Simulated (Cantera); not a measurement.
Thermodynamics of carbothermic reduction, feed Ta2O5 + CH4 + H2

Feed: 1 mol Ta2O5, 1.7 mol CH4, 2.5 mol H2, equilibrated at 4.20 Torr.

Equilibrium computed with Cantera from the NASA thermochemical tables; the gas is ideal and each condensed phase is pure. Candidate condensed phases: C, C6H6, C7H8, C8H18, H2O, Ta, TaC, Ta2O5; 113 gas species. Mutual solubility and eutectic melting of coexisting phases are not modelled. TaC: taken at fixed stoichiometry. Condensed phases not in the tables: Ta2C, N, O or C dissolved in the metal. Kinetics and transport are ignored.

| T (°C) | x H2 | x CO | x H | x TaO2 | n TaC(s) | n Ta2O5(s) | n Ta(s) | n Ta2O5(l) |
|---|---|---|---|---|---|---|---|---|
| 1102 | 0.829 | 0.171 | 4.17e-5 | 4.51e-12 | 0.487 | 0.757 | 0 | 0 |
| 1252 | 0.829 | 0.170 | 0.000288 | 1.26e-9 | 0.487 | 0.756 | 0 | 0 |
| 1402 | 0.827 | 0.170 | 0.00141 | 1.24e-7 | 0.487 | 0.756 | 0 | 0 |
| 1552 | 0.824 | 0.170 | 0.00534 | 5.59e-6 | 0.488 | 0.756 | 0 | 0 |
| 1702 | 0.761 | 0.222 | 0.0159 | 0.000121 | 0 | 0.658 | 0.684 | 0 |
| 1852 | 0.736 | 0.219 | 0.0416 | 0.00132 | 0 | 0 | 0.684 | 0.652 |
| 2002 | 0.681 | 0.211 | 0.0936 | 0.00928 | 0 | 0 | 0.666 | 0.621 |
x: gas mole fraction; n: condensed amount in mol.

From 1102 °C to 1552 °C the condensed part is TaC(s) + Ta2O5(s). At 1702 °C the condensed part is Ta(s) + Ta2O5(s). From 1852 °C to 2002 °C the condensed part is Ta(s) + Ta2O5(l).
